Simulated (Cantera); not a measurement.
Input: 1 mol C₂H₅OH, 0.73 mol NH₃, 30 mol H₂, 0.0072 mol O₂, held at 1.00 bar.

These are equilibrium values from Cantera (NASA tables, ideal gas, pure condensed phases), not measurements of a reactor. Candidate condensed phases: C, C₆H₆, C₇H₈, C₈H₁₈, H₂O; 136 gas species. Rates play no part. All values below are at 2025 K.

Base state: H₂ 0.957, CO 0.0286, N₂ 0.00946, H 0.00188, HCN 0.00155, C₂H₂ (acetylene) 0.000866, CH₄ 0.000364, HNC 9.19e-5 (mole fractions); condensed: C(graphite).

What changes in the equilibrium state with this change: NH₃ from 0.73 to 0.015 mol?


```csv
species,before,after
H₂,0.957,0.967
CO,0.0286,0.0298
H,0.00188,0.00189
N₂,0.00946,0.000125
HCN,0.00155,0.000179
HNC,9.19e-5,1.06e-5
CH₄,0.000364,0.000372
CH₃,1.41e-5,1.43e-5
C₂H₂ (acetylene),0.000866,0.000875
"C(graphite), mol",0.852,0.906
```
